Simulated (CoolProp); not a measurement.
Properties of R404A along the isobar 101 kPa (Tc = 345.3 K, pc = 3735 kPa, ω = 0.293).

Computed with CoolProp (reference Helmholtz-energy equation of state, Lemmon 2003). It is a pseudo-pure fit of the blend.

```csv
T (K),phase,Z,speed of sound (m/s),Joule-Thomson coefficient (K/MPa),Prandtl number
321.6,gas,0.9873,172.2,13.46,0.791
341.4,gas,0.9897,177.4,11.12,0.792
361.2,gas,0.9916,…,9.346,0.794
381.1,gas,0.9930,187.3,…,0.798
400.9,gas,0.9942,192.0,6.879,0.803
420.7,gas,0.9952,…,…,0.809
440.5,gas,0.9959,201.1,5.281,0.815
460.4,gas,0.9966,205.5,4.679,0.822
480.2,gas,0.9971,209.7,…,0.828
500,gas,0.9975,213.9,3.745,0.835
```

Q: Complete the blanks.

A: 
- 361.2, speed of sound (m/s): 182.4
- 381.1, Joule-Thomson coefficient (K/MPa): 7.966
- 420.7, speed of sound (m/s): 196.6
- 420.7, Joule-Thomson coefficient (K/MPa): 6.001
- 480.2, Joule-Thomson coefficient (K/MPa): 4.175

Viscosity comes from a separate model (Geller 2000). Thermal conductivity comes from a separate model (Geller 2001).
